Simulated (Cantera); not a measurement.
An isothermal, constant-pressure homogeneous reactor starts with 25.4 % H2, 74.6 % O2, equivalence ratio 0.17, at 1200 K and 0.0306 atm.

Detailed kinetics in Cantera: the H2/O2 subset of GRI-Mech 3.0, which has no nitrogen chemistry. Radical loss at walls, strong at low pressure, is not modelled. The temperature is held fixed by assumption; the heat of reaction is taken as removed at once.

One state of this run: x H2 = 3.25e-6; x O2 = 0.709; x H = 2.38e-7; x H2O2 = 5.53e-8; x H2O = 0.290; x O = 1.49e-5; x OH = 0.000184. x: mole fraction; the columns are a selection and need not sum to one.

### Question
Which value of t (s) does it belong to?
(A) 8.42e-5
(B) 0.0173
(C) 2.90e-5
(D) 0.146

### Answer
D, 0.146
